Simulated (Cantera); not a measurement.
A perfectly stirred reactor is fed with 17.4 % H2, 17.4 % O2, 65.3 % N2, at 9.00 bar; it is adiabatic with a 523 K inlet, and is followed from long to short residence time, starting on the burning branch (τ in s: 0.02, 0.012, 0.0065, 0.0037, 0.0021, 0.0012, 0.00065, 0.00037, 0.00021, 0.00012, 6.5e-05, 3.7e-05, 2.1e-05).

Cantera simulation using GRI-Mech 3.0 (53 species, 325 reactions); the numbers are that mechanism's predictions, not measurements. The hydrogen kinetics of GRI-Mech 3.0 are dated; newer H2 mechanisms differ, most at raised pressure.

One state of this run: T (K) = 1827; x H2 = 0.000314; x O2 = 0.0948; x H2O2 = 6.17e-7; x NO = 7.50e-6; x O = 0.000108; x OH = 0.00130; x NO2 = 8.00e-8. x: mole fraction; the columns are a selection and need not sum to one.

Task: Which value of τ (s) does it belong to?
A. 0.012
B. 0.0021
C. 0.0065
D. 0.0012

Result: B, 0.0021
